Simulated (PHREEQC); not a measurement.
A made-up water analysis in mg/kgw, 62 °C, pH 4.19, pe 12:

```tsv
constituent	mg/kgw
Na	167
K	124
Ca	332
Mg	200
Cl	360
S(6) as SO4	1610
Li	1.36
Al	1.78
N(5) as NO3	2.52
B	1.77
```

Cl is adjusted to close the charge balance.
Valence states are taken as typed.

Computed with PHREEQC (ion-association model, wateq4f.dat).

### Question
The ionic strength comes out as 0.0485 mol/kgw. What activity coefficients do Cl-, Al(OH)2+, KSO4-, Al(SO4)2-, Al+3 get?

### Answer
Cl- 0.80, Al(OH)2+ 0.82, KSO4- 0.82, Al(SO4)2- 0.81, Al+3 0.22.

Precipitation was switched off in this run. Examples of supersaturated solids here: Boehmite (slow to form), Gibbsite (slow to form). Others may be too. Constants without temperature data keep their 25 °C values here.
